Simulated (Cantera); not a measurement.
# Thermodynamics of chlorosilane synthesis and conversion, feed SiCl4 + HCl + H2

A closed system holds: 1 mol SiCl4, 1.4 mol HCl, 18 mol H2, equilibrated at 1200 Torr.

These are equilibrium values from Cantera (NASA tables, ideal gas, pure condensed phases), not measurements of a reactor. Candidate condensed phases: Si; 19 gas species. The tables' values for SiCl3 are old estimates; treat these amounts as uncertain. Rates play no part.

| T (K) | log p H2 | log p HCl | log p SiCl4 | log p SiCl2 | log p SiHCl3 | log p SiCl3 | log p SiH2Cl2 | log p H |
|---|---|---|---|---|---|---|---|---|
| 698 | 0.15 | -0.96 | -1.11 | <-11 | -3.70 | -7.96 | -7.48 | <-11 |
| 773 | 0.15 | -0.96 | -1.11 | -10.10 | -3.20 | -6.68 | -6.41 | <-11 |
| 848 | 0.15 | -0.95 | -1.11 | -8.31 | -2.80 | -5.64 | -5.55 | -10.65 |
| 923 | 0.15 | -0.95 | -1.12 | -6.83 | -2.48 | -4.78 | -4.84 | -9.54 |
| 998 | 0.15 | -0.94 | -1.14 | -5.59 | -2.22 | -4.06 | -4.26 | -8.59 |
| 1073 | 0.15 | -0.92 | -1.17 | -4.56 | -2.01 | -3.47 | -3.79 | -7.78 |
| 1148 | 0.14 | -0.90 | -1.20 | -3.69 | -1.86 | -2.97 | -3.41 | -7.07 |
| 1223 | 0.14 | -0.87 | -1.25 | -2.97 | -1.75 | -2.56 | -3.12 | -6.45 |
| 1298 | 0.14 | -0.84 | -1.33 | -2.40 | -1.70 | -2.25 | -2.92 | -5.90 |
| 1373 | 0.13 | -0.79 | -1.44 | -1.96 | -1.71 | -2.03 | -2.82 | -5.41 |
| 1448 | 0.13 | -0.74 | -1.60 | -1.66 | -1.80 | -1.91 | -2.82 | -4.97 |
| 1523 | 0.12 | -0.69 | -1.81 | -1.46 | -1.95 | -1.87 | -2.89 | -4.58 |
| 1598 | 0.11 | -0.65 | -2.08 | -1.33 | -2.15 | -1.90 | -3.00 | -4.22 |
log p: log10 of the partial pressure in bar; nothing condenses.

From 698 K to 1598 K nothing is condensed. The main Si-bearing gas is SiCl4 at 698 K and SiCl2 at 1598 K.
